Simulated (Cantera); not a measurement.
A Cantera script and what it prints.

```python
import numpy as np
import cantera as ct

gas_names = """
    H HNO HNO2 HNO3 HO2 H2 H2O H2O2 N NH NH2 NH3 NH2OH NO NO2 NO3 N2 N2H2 N2H4 N2O O OH O2 O3 Zr ZrN ZrO
    ZrO2
""".split()
cond_names = """
    H2O(s) H2O(L) Zr(a) Zr(b) Zr(L) ZrN(s) ZrN(L) ZrO2(a) ZrO2(b) ZrO2(L)
""".split()


# ... load() reads the species with a 1 bar reference pressure and builds the phases ...
atoms = {
    'Zr': {'Zr': 1},
    'N2O': {'N': 2, 'O': 1},
    'H2': {'H': 2},
    'O2': {'O': 2},
}
top_T = {}  # K; cautious upper limits of use, not melting points


# ... equilibrate(T, P, feed) seeds the gas with the atoms and calls Mixture.equilibrate('TP', solver="vcs", rtol=1e-11, max_steps=5000) ...
results = []
T = 1523  # K
P = 80000  # Pa
for m in [54, 64, 78, 93, 110, 140, 160, 200, 240, 280, 340, 410, 500]:
    feed = {'Zr': 1, 'N2O': 5.7, 'H2': m, 'O2': 7.2}  # mol
    mix = equilibrate(T, P, feed)
    results.append((T, P, feed, dict(zip(mix.species_names, mix.species_moles))))
    x = sorted(zip(gas.X, gas.species_names), reverse=True)
    print(f"T = {T:g} K  P = {P:g} Pa  n(H2) = {m:g} mol  gas = {mix.phase_moles(0):.4g} mol")
    print("   x: " + "  ".join(f"{s} {v:.3e}" for v, s in x if v > 1e-05))
    print("   condensed (mol): " + ("  ".join(f"{mix.phase(i).name} {mix.phase_moles(i):.4g}"
          for i in range(1, mix.n_phases) if mix.phase_moles(i) > 1e-12) or "none"))
```

It prints:

```
T = 1523 K  P = 80000 Pa  n(H2) = 54 mol  gas = 59.7 mol
   x: H2 6.013e-01  H2O 3.032e-01  N2 9.547e-02  H 2.004e-05
   condensed (mol): ZrO2(b) 1
T = 1523 K  P = 80000 Pa  n(H2) = 64 mol  gas = 69.7 mol
   x: H2 6.585e-01  H2O 2.597e-01  N2 8.178e-02  H 2.097e-05
   condensed (mol): ZrO2(b) 1
T = 1523 K  P = 80000 Pa  n(H2) = 78 mol  gas = 83.7 mol
   x: H2 7.156e-01  H2O 2.162e-01  N2 6.810e-02  H 2.186e-05
   condensed (mol): ZrO2(b) 1
T = 1523 K  P = 80000 Pa  n(H2) = 93 mol  gas = 98.7 mol
   x: H2 7.588e-01  H2O 1.834e-01  N2 5.775e-02  H 2.251e-05
   condensed (mol): ZrO2(b) 1
T = 1523 K  P = 80000 Pa  n(H2) = 110 mol  gas = 115.7 mol
   x: H2 7.943e-01  H2O 1.564e-01  N2 4.926e-02  H 2.303e-05
   condensed (mol): ZrO2(b) 1
T = 1523 K  P = 80000 Pa  n(H2) = 140 mol  gas = 145.7 mol
   x: H2 8.366e-01  H2O 1.242e-01  N2 3.912e-02  H 2.363e-05
   condensed (mol): ZrO2(b) 1
T = 1523 K  P = 80000 Pa  n(H2) = 160 mol  gas = 165.7 mol
   x: H2 8.563e-01  H2O 1.092e-01  N2 3.440e-02  H 2.391e-05
   condensed (mol): ZrO2(b) 1
T = 1523 K  P = 80000 Pa  n(H2) = 200 mol  gas = 205.7 mol
   x: H2 8.843e-01  H2O 8.799e-02  N2 2.771e-02  H 2.430e-05
   condensed (mol): ZrO2(b) 1
T = 1523 K  P = 80000 Pa  n(H2) = 240 mol  gas = 245.7 mol
   x: H2 9.031e-01  H2O 7.367e-02  N2 2.320e-02  H 2.456e-05
   condensed (mol): ZrO2(b) 1
T = 1523 K  P = 80000 Pa  n(H2) = 280 mol  gas = 285.7 mol
   x: H2 9.167e-01  H2O 6.335e-02  N2 1.995e-02  H 2.474e-05
   condensed (mol): ZrO2(b) 1
T = 1523 K  P = 80000 Pa  n(H2) = 340 mol  gas = 345.7 mol
   x: H2 9.311e-01  H2O 5.236e-02  N2 1.649e-02  H 2.493e-05
   condensed (mol): ZrO2(b) 1
T = 1523 K  P = 80000 Pa  n(H2) = 410 mol  gas = 415.7 mol
   x: H2 9.427e-01  H2O 4.354e-02  N2 1.371e-02  H 2.509e-05
   condensed (mol): ZrO2(b) 1
T = 1523 K  P = 80000 Pa  n(H2) = 500 mol  gas = 505.7 mol
   x: H2 9.529e-01  H2O 3.579e-02  N2 1.127e-02  H 2.522e-05
   condensed (mol): ZrO2(b) 1
```

Method: chemical equilibrium by Gibbs-energy minimisation in Cantera with the NASA 1993 tables (ideal gas, pure condensed phases).
